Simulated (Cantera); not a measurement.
Input: 1 mol Al(CH3)3, 2.4 mol N2O, 550 mol H2, held at 28.5 Torr.

Equilibrium computed with Cantera from the NASA thermochemical tables; the gas is ideal and each condensed phase is pure. Candidate condensed phases: Al, AlN, Al2O3, C, C6H6, C7H8, C8H18, H2O; 148 gas species. The feed counts by its element totals alone. Equilibrium is a limit: real reactors are often held back by kinetics, nucleation or transport.

Task: At 1248 K, list the 4 most abundant gas species with their mole fractions, and the condensed phases.

Result: H2 0.994, N2 0.00430, CO 0.00161, CH4 0.000418. Condensed: Al2O3(s) + C(graphite).
